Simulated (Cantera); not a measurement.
A closed system holds: 1 mol MgO, 0.28 mol Cl2, 0.083 mol O2, held at 0.150 bar.

Equilibrium computed with Cantera from the NASA thermochemical tables; the gas is ideal and each condensed phase is pure. Candidate condensed phases: Mg, MgCl2, MgO; 11 gas species. Kinetics and transport are ignored.

Problem. At 850 °C, list the 5 most abundant gas species with their mole fractions, and the condensed phases.

Solution. Cl2 0.763, O2 0.229, Cl 0.00452, MgCl2 0.00331, ClO 3.86e-5. Condensed: MgO(s).
